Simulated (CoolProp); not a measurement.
Vapour-liquid equilibrium of propylene (1) + R22 (2) at 331.4 K; x and y are mole fractions of (1).

Values from CoolProp's multi-fluid Helmholtz-energy mixture model, Lemmon 2013 and Kamei 1995; pair parameters Bell 2016.

| x | bubble pressure, mixture model (MPa) | bubble pressure, Raoult's law (MPa) | y, mixture model | y, Raoult's law |
|---|---|---|---|---|
| 0.05 | 2.374 | 2.342 | (withheld) | 0.052 |
| 0.2 | (withheld) | 2.357 | 0.220 | 0.207 |
| 0.35 | (withheld) | 2.373 | (withheld) | 0.360 |
| 0.5 | 2.550 | 2.388 | (withheld) | 0.511 |
| 0.65 | 2.552 | 2.404 | 0.645 | 0.660 |
| 0.8 | 2.525 | 2.419 | (withheld) | 0.807 |
| 0.95 | 2.467 | 2.435 | 0.944 | 0.952 |

What belongs in the gaps?


- 0.05, y, mixture model: 0.059
- 0.2, bubble pressure, mixture model (MPa): 2.463
- 0.35, bubble pressure, mixture model (MPa): 2.521
- 0.35, y, mixture model: 0.367
- 0.5, y, mixture model: 0.506
- 0.8, y, mixture model: 0.789

The largest gap from Raoult's law is +6.8 % in bubble pressure, at x = 0.5. y crosses x between x = 0.5 and 0.65: the model has an azeotrope there.

The pair parameters rest on a limited set of measurements; away from them the model extrapolates.
